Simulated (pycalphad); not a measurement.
CALPHAD calculation (pycalphad, COST 507 light-alloy database (1999)), 1 atm. The data set is of 1999 and partly superseded. Amounts are mole fractions of atoms.

**Question.** Give the equilibrium state of Y-2.673Si (wt.%) at 827 °C.

**Answer.** HCP_A3, fraction 0.787, with <0.01 Si wt.%; SI3Y5, fraction 0.213, with 15.9 Si wt.%.

**Question.** Give the equilibrium state of Y-2.673Si (wt.%) at 1277 °C.

**Answer.** LIQUID, fraction 0.983, with 2.7 Si wt.%; HCP_A3, fraction 0.017, with <0.01 Si wt.%.

Database names, with the compositions (at.%) that they take in these runs: SI3Y5: Y 62 Si 37. HCP_A3 is hcp.
